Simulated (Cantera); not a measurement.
Input: 1 mol SiH4, 0.3 mol NH3, a varied amount of N2, held at 1925 K and 43.0 Pa.

Cantera equilibrium calculation (NASA polynomials, part measured and part estimated; ideal gas, pure solids and liquids). Candidate condensed phases: Si, Si3N4; 18 gas species. The tables' values for SiN are old estimates; treat these amounts as uncertain. Gases not in the tables: Si2H6 and higher silanes. Equilibrium is a limit: real reactors are often held back by kinetics, nucleation or transport.

x: gas mole fraction; n: condensed amount in mol.

| n(N2) (mol) | x N2 | x H2 | x Si | x H | x Si2 | n Si(l) |
|---|---|---|---|---|---|---|
| 9.5 | 0.756 | 0.182 | 0.0405 | 0.0197 | 0.000347 | [?] |
| 11 | 0.778 | 0.162 | 0.0405 | 0.0185 | 0.000347 | [?] |
| 13 | 0.801 | 0.140 | 0.0405 | 0.0173 | 0.000347 | [?] |
| 16 | 0.825 | 0.117 | 0.0405 | 0.0158 | 0.000347 | [?] |
| 19 | 0.843 | 0.100 | 0.0405 | 0.0146 | 0.000347 | [?] |
| 22 | 0.860 | 0.0882 | 0.0371 | 0.0137 | 0.000292 | 0 |
| 26 | 0.878 | 0.0759 | 0.0322 | 0.0127 | 0.000221 | 0 |
| 31 | 0.895 | 0.0645 | 0.0277 | 0.0117 | 0.000163 | 0 |
| 37 | 0.910 | 0.0546 | 0.0237 | 0.0108 | 0.000120 | 0 |
| 44 | 0.923 | 0.0462 | 0.0203 | 0.00991 | 8.77e-5 | 0 |
| 52 | 0.934 | 0.0393 | 0.0175 | 0.00914 | 6.47e-5 | 0 |

### Question
Fill in the missing entries.

### Answer

- 9.5, n Si(l): 0.457
- 11, n Si(l): 0.390
- 13, n Si(l): 0.301
- 16, n Si(l): 0.168
- 19, n Si(l): 0.0342
